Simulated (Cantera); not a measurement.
## Adiabatic ignition

An adiabatic, constant-volume homogeneous reactor starts with H₂ : O₂ : N₂ = 1 : 1.43 : 5.37 (molar parts), equivalence ratio 0.35, at 1223 K and 3750 Torr.

Computed with Cantera and GRI-Mech 3.0 (53 species, 325 reactions). The hydrogen kinetics of GRI-Mech 3.0 are dated; newer H2 mechanisms differ, most at raised pressure.

```tsv
t (s)	T (K)	P (bar)	x H₂	x O₂	x NO₂	x O	x H
1.00e-6	1223	5.00	0.128	0.183	<1e-12	4.01e-9	1.26e-8
5.55e-6	1223	5.00	0.128	0.183	<1e-12	5.90e-7	1.62e-6
3.08e-5	2328	8.92	0.000338	0.126	1.03e-7	0.000758	7.50e-5
0.000171	2329	8.93	0.000311	0.126	2.74e-7	0.000701	6.69e-5
0.000949	2328	8.92	0.000310	0.126	1.23e-6	0.000697	6.64e-5
0.00527	2323	8.90	0.000303	0.125	6.08e-6	0.000675	6.41e-5
0.0292	2307	8.84	0.000282	0.122	2.13e-5	0.000611	5.71e-5
0.162	2300	8.81	0.000272	0.120	2.87e-5	0.000582	5.40e-5
0.901	2300	8.81	0.000272	0.120	2.87e-5	0.000582	5.40e-5
5.00	2300	8.81	0.000272	0.120	2.87e-5	0.000582	5.40e-5
```
x: mole fraction; the columns are a selection and need not sum to one.

| Property | Result |
|---|---|
| time of steepest temperature rise | 13.7 µs |
| temperature at 5.00 s | 2300 K |
| equilibrium temperature | 2300 K |
| x(H₂) at 5.00 s | 0.000272 (gas-phase equilibrium 0.000272) |
| x(O₂) at 5.00 s | 0.120 (gas-phase equilibrium 0.120) |
| x(NO₂) at 5.00 s | 2.87e-5 (gas-phase equilibrium 2.87e-5) |
